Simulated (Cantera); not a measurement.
**Hydrocarbon pyrolysis for carbon deposition**

An isothermal, constant-pressure homogeneous reactor starts with 31.2 % C3H8, 68.8 % H2, at 1250 K and 0.132 atm.

Computed with Cantera and GRI-Mech 3.0 (53 species, 325 reactions). GRI-Mech 3.0 was tuned for natural gas; its chemistry of propane as a main component is partial and can be far from experiment. GRI-Mech 3.0 stops at C3 and has no aromatics, soot or wall deposition, so with more carbon than oxygen in the feed, carbon stays in small species such as C2H2 where larger ones or solid carbon would form.

| t (s) | x C3H8 | x H2 | x CH4 | x C2H | x C2H2 | x C2H6 | x CH2 |
|---|---|---|---|---|---|---|---|
| 0.000100 | 0.310 | 0.686 | 0.00125 | <1e-12 | 1.01e-7 | 0.000107 | 2.19e-8 |
| 0.000388 | 0.293 | 0.678 | 0.0125 | <1e-12 | 9.15e-6 | 0.00107 | 6.36e-8 |
| 0.00151 | 0.228 | 0.647 | 0.0558 | 1.80e-12 | 0.000206 | 0.00462 | 5.13e-8 |
| 0.00584 | 0.0877 | 0.580 | 0.152 | 2.89e-11 | 0.00255 | 0.00896 | 2.19e-8 |
| 0.0227 | 0.00431 | 0.545 | 0.211 | 1.07e-10 | 0.0146 | 0.00432 | 1.64e-9 |
| 0.0879 | 6.64e-5 | 0.550 | 0.212 | 6.48e-11 | 0.0298 | 0.00177 | 1.27e-10 |
| 0.341 | 4.94e-6 | 0.561 | 0.208 | 8.69e-11 | 0.0544 | 0.00110 | 6.80e-11 |
| 1.32 | 2.63e-6 | 0.581 | 0.200 | 1.42e-10 | 0.103 | 0.000728 | 4.91e-11 |
| 5.14 | 1.20e-6 | 0.594 | 0.198 | 1.55e-10 | 0.139 | 0.000435 | 3.16e-11 |
| 19.9 | 1.03e-6 | 0.586 | 0.211 | 1.42e-10 | 0.140 | 0.000390 | 2.76e-11 |
| 77.3 | 8.86e-7 | 0.561 | 0.247 | 1.14e-10 | 0.135 | 0.000347 | 2.26e-11 |
| 300 | 6.69e-7 | 0.520 | 0.304 | 8.19e-11 | 0.126 | 0.000286 | 1.65e-11 |
x: mole fraction; the columns are a selection and need not sum to one.

Equilibrium at this temperature and pressure: C3H8 5.40e-7, H2 0.492, CH4 0.344, C2H 6.59e-11, C2H2 0.119, C2H6 0.000249, CH2 1.34e-11 (gas phase only).
